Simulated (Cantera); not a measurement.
Cantera run:

```python
import numpy as np
import cantera as ct

gas_names = """
    CL CL2 H HCL H2 Si SiCL SiCL2 SiCL3 SiCL4 SiH SiHCL3 SiH2 SiH2CL2 SiH3 SiH3CL SiH4 Si2 Si3
""".split()
cond_names = """
    Si(cr) Si(L)
""".split()


def load(file, names, dense=False):
    # The tables refer to 1 bar. Condensed volumes are neglected.
    table = {s.name: s for s in ct.Species.list_from_file(file)}
    out = []
    for n in names:
        d = dict(table[n].input_data)
        d["thermo"] = dict(d["thermo"], **{"reference-pressure": 1e5})
        if dense:
            d["equation-of-state"] = {"model": "constant-volume", "density": "1e6 g/cm^3"}
        out.append(ct.Species.from_dict(d))
    return out


gas = ct.Solution(thermo="ideal-gas", species=load("nasa_gas.yaml", gas_names))
cond = {s.name: ct.Solution(thermo="fixed-stoichiometry", species=[s], name=s.name)
        for s in load("nasa_condensed.yaml", cond_names, dense=True)}
atoms = {
    'SiHCl3': {'Si': 1, 'H': 1, 'CL': 3},
    'Cl2': {'CL': 2},
    'H2': {'H': 2},
}
top_T = {}  # K; cautious upper limits of use, not melting points


def equilibrate(T, P, feed):
    n = {}
    for name, mol in feed.items():
        for a, k in atoms[name].items():
            n[a] = n.get(a, 0.0) + k * mol
    gas.TPX = T, P, n
    mass = sum(n.values()) * gas.mean_molecular_weight
    gas.equilibrate("TP")
    valid = [c for c in cond.values() if c.min_temp <= T <= top_T.get(c.name, c.max_temp)]
    mix = ct.Mixture([(gas, mass / gas.mean_molecular_weight)] + [(c, 0.0) for c in valid])
    mix.T, mix.P = T, P
    mix.equilibrate("TP", solver="vcs", rtol=1e-11, max_steps=5000)
    return mix


results = []
P = 3100  # Pa
for T in [873, 948, 1023, 1098, 1173, 1248, 1323, 1398, 1473, 1548, 1623]:
    for m in [0.12, 0.18, 0.25, 0.32, 0.38, 0.45, 0.52, 0.58, 0.65, 0.72, 0.78]:
        feed = {'SiHCl3': 1, 'Cl2': m, 'H2': 70}  # mol
        mix = equilibrate(T, P, feed)
        results.append((T, P, feed, dict(zip(mix.species_names, mix.species_moles))))

for T, P, feed, n in results:
    print(f"{T:7g} {feed['Cl2']:10.4g}  " + (" + ".join(c for c in cond_names if n.get(c, 0) > 1e-12) or "gas only"))
```

Output:

```
    873       0.12  Si(cr)
    873       0.18  Si(cr)
    873       0.25  Si(cr)
    873       0.32  Si(cr)
    873       0.38  Si(cr)
    873       0.45  Si(cr)
    873       0.52  gas only
    873       0.58  gas only
    873       0.65  gas only
    873       0.72  gas only
    873       0.78  gas only
    948       0.12  Si(cr)
    948       0.18  Si(cr)
    948       0.25  Si(cr)
    948       0.32  Si(cr)
    948       0.38  Si(cr)
    948       0.45  Si(cr)
    948       0.52  Si(cr)
    948       0.58  Si(cr)
    948       0.65  Si(cr)
    948       0.72  gas only
    948       0.78  gas only
   1023       0.12  Si(cr)
   1023       0.18  Si(cr)
   1023       0.25  Si(cr)
   1023       0.32  Si(cr)
   1023       0.38  Si(cr)
   1023       0.45  Si(cr)
   1023       0.52  Si(cr)
   1023       0.58  Si(cr)
   1023       0.65  Si(cr)
   1023       0.72  Si(cr)
   1023       0.78  Si(cr)
   1098       0.12  Si(cr)
   1098       0.18  Si(cr)
   1098       0.25  Si(cr)
   1098       0.32  Si(cr)
   1098       0.38  Si(cr)
   1098       0.45  Si(cr)
   1098       0.52  Si(cr)
   1098       0.58  Si(cr)
   1098       0.65  Si(cr)
   1098       0.72  Si(cr)
   1098       0.78  Si(cr)
   1173       0.12  Si(cr)
   1173       0.18  Si(cr)
   1173       0.25  Si(cr)
   1173       0.32  Si(cr)
   1173       0.38  Si(cr)
   1173       0.45  Si(cr)
   1173       0.52  Si(cr)
   1173       0.58  Si(cr)
   1173       0.65  Si(cr)
   1173       0.72  Si(cr)
   1173       0.78  Si(cr)
   1248       0.12  Si(cr)
   1248       0.18  Si(cr)
   1248       0.25  Si(cr)
   1248       0.32  Si(cr)
   1248       0.38  Si(cr)
   1248       0.45  Si(cr)
   1248       0.52  Si(cr)
   1248       0.58  Si(cr)
   1248       0.65  Si(cr)
   1248       0.72  Si(cr)
   1248       0.78  Si(cr)
   1323       0.12  Si(cr)
   1323       0.18  Si(cr)
   1323       0.25  Si(cr)
   1323       0.32  Si(cr)
   1323       0.38  Si(cr)
   1323       0.45  Si(cr)
   1323       0.52  Si(cr)
   1323       0.58  Si(cr)
   1323       0.65  Si(cr)
   1323       0.72  Si(cr)
   1323       0.78  Si(cr)
   1398       0.12  Si(cr)
   1398       0.18  Si(cr)
   1398       0.25  Si(cr)
   1398       0.32  Si(cr)
   1398       0.38  Si(cr)
   1398       0.45  Si(cr)
   1398       0.52  Si(cr)
   1398       0.58  Si(cr)
   1398       0.65  Si(cr)
   1398       0.72  Si(cr)
   1398       0.78  Si(cr)
   1473       0.12  Si(cr)
   1473       0.18  Si(cr)
   1473       0.25  Si(cr)
   1473       0.32  Si(cr)
   1473       0.38  Si(cr)
   1473       0.45  Si(cr)
   1473       0.52  Si(cr)
   1473       0.58  Si(cr)
   1473       0.65  Si(cr)
   1473       0.72  Si(cr)
   1473       0.78  Si(cr)
   1548       0.12  Si(cr)
   1548       0.18  Si(cr)
   1548       0.25  Si(cr)
   1548       0.32  Si(cr)
   1548       0.38  Si(cr)
   1548       0.45  Si(cr)
   1548       0.52  Si(cr)
   1548       0.58  Si(cr)
   1548       0.65  Si(cr)
   1548       0.72  Si(cr)
   1548       0.78  Si(cr)
   1623       0.12  Si(cr)
   1623       0.18  Si(cr)
   1623       0.25  Si(cr)
   1623       0.32  Si(cr)
   1623       0.38  Si(cr)
   1623       0.45  Si(cr)
   1623       0.52  Si(cr)
   1623       0.58  Si(cr)
   1623       0.65  Si(cr)
   1623       0.72  Si(cr)
   1623       0.78  Si(cr)
```

These are equilibrium values from Cantera (NASA tables, ideal gas, pure condensed phases), not measurements of a reactor. The tables' values for SiCl3 are old estimates.
